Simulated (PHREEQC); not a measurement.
Solution (70 °C): 0.014 mol HF, 0.19 mol Na2HPO4 and 5.9e-05 mol KCl per kg of water. Closed to the air; pH follows from the charge balance.

Model: ion-association model, wateq4f.dat, run in PHREEQC.

| Item | Result |
|---|---|
| pH | 7.60 |
| ionic strength | 0.513 mol/kgw |
| activity of water | 0.990 |
| total alkalinity | 176 meq/kg |

```csv
species,molality,activity,log γ
Na+,0.358,0.245,-0.165
HPO4-2,0.155,0.0292,-0.726
NaHPO4-,0.0208,0.0139,-0.174
H2PO4-,0.0141,0.00942,-0.174
F-,0.0130,0.00789,-0.217
NaF,0.000989,0.00111,0.051
Cl-,5.90e-5,3.64e-5,-0.209
K+,5.61e-5,3.46e-5,-0.209
PO4-3,4.94e-5,1.15e-6,-1.632
OH-,1.01e-5,6.12e-6,-0.217
KHPO4-,2.94e-6,1.97e-6,-0.174
HF,6.30e-7,7.10e-7,0.051
H3PO4,4.90e-8,5.52e-8,0.051
HF2-,4.04e-8,2.45e-8,-0.217
```

No solid was allowed to form. Species that the database lacks are ignored. H3PO4, which wateq4f.dat lacks, is added to it with the constant of phreeqc.dat. Away from 25 °C the constants follow the database's enthalpies or fits; those with neither stay at their 25 °C values.
